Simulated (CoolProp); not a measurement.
Vapour-liquid equilibrium of benzene (1) + ethylbenzene (2) at 4.07 bar; x and y are mole fractions of (1).

Computed with CoolProp (multi-fluid Helmholtz-energy mixture model, Thol 2012 and Zhou 2012; pair parameters Bell 2016).

Task: Give the bubble temperature and the first vapour's composition at x = 0.275, 0.35, 0.875. Is there an azeotrope?

Result: x = 0.275: 447.4 K, y = 0.526; x = 0.35: 441.9 K, y = 0.621; x = 0.875: 411.6 K, y = 0.967. No azeotrope shows between x = 0.05 and 0.95.

Pair parameters are fitted to limited data, so mixtures are less certain than the pure fluids.
